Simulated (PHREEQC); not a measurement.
Model water analysis in mg/L, 25 °C, pH 6.57, pe 9.3: Na 6.74; K 0.157; Ca 12.4; Mg 1.75; Cl 1.87; S(6) as SO4 11.8; Alkalinity as HCO3 46.3; Si as SiO2 0.187; B 0.0485.

Valence states are taken as typed.

Model: ion-association model, phreeqc.dat, run in PHREEQC.

This is a speciation only: nothing precipitates in the calculation.

Task: What specific conductance, charge-balance error does the model give?

Result: specific conductance 109 µS/cm; charge-balance error 0.1 %.

Task: In which forms is S present?

Result: SO4-2 95 %, CaSO4 3.6 %, MgSO4 1.1 % of the S.

Complexes and solids missing from the database can't appear.
